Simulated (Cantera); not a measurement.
A closed system holds: 1 mol c-C4F8, 0.25 mol F2, at 1225 K and 0.133 bar.

These are equilibrium values from Cantera (NASA tables, ideal gas, pure condensed phases), not measurements of a reactor. Candidate condensed phases: C; 13 gas species. The feed counts by its element totals alone. Gases not in the tables: C2F6 and larger saturated fluorocarbons. Equilibrium is a limit: real reactors are often held back by kinetics, nucleation or transport.

Question: What is the equilibrium state?

Answer: 
| Item | Value |
|---|---|
| x(CF4) | 1.000 |
| n(C(graphite)) | 1.88 mol |
| gas amount | 2.125 mol |
